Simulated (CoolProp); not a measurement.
Vapour pressure (MPa) of ethylene: the reference equation beside estimates from Tc = 282.4 K, pc = 5.042 MPa, ω = 0.087. Clausius-Clapeyron is anchored at 231.2 K with a constant enthalpy of vaporisation of 10.19 kJ/mol.

Model: reference Helmholtz-energy equation of state, Smukala 2000, in CoolProp.

```csv
T (K),reference,Lee-Kesler,Clausius-Clapeyron,van der Waals,Redlich-Kwong,Soave-Redlich-Kwong,Peng-Robinson
222.8,1.050,1.051,1.121,1.813,1.124,1.058,1.050
227,1.202,1.203,(withheld),1.977,1.284,1.212,1.202
231.2,1.369,1.370,1.369,2.151,1.460,1.382,1.370
235.5,1.557,1.557,1.508,2.337,1.656,1.574,1.559
239.7,(withheld),1.757,1.652,2.530,1.864,1.778,1.761
243.9,1.977,1.976,1.804,2.731,2.089,2.001,1.982
248.2,2.221,2.219,1.968,2.947,2.338,2.248,2.228
252.4,(withheld),2.477,2.137,3.169,2.600,2.511,2.490
256.6,2.760,2.757,2.313,3.400,2.880,(withheld),2.772
260.9,3.070,3.067,2.503,3.647,3.187,3.107,3.085
265.1,3.398,3.395,2.696,3.899,3.507,3.435,3.415
269.3,3.751,3.749,2.897,(withheld),3.848,3.787,3.769
273.5,4.132,4.132,3.107,4.433,4.209,4.164,4.150
277.8,4.554,4.555,3.330,4.723,4.601,(withheld),4.568
```

Problem. Some entries are withheld; supply them.

Solution. 
- 227, Clausius-Clapeyron: 1.241
- 239.7, reference: 1.758
- 252.4, reference: 2.480
- 256.6, Soave-Redlich-Kwong: 2.794
- 269.3, van der Waals: 4.161
- 277.8, Soave-Redlich-Kwong: 4.576

Absolute difference from the reference over all 14 rows, mean and median: Lee-Kesler 0.1 and 0.1 %, Clausius-Clapeyron 13.1 and 12.6 %, van der Waals 33.3 and 30.2 %, Redlich-Kwong 4.7 and 5.1 %, Soave-Redlich-Kwong 1.0 and 1.1 %, Peng-Robinson 0.3 and 0.3 %.
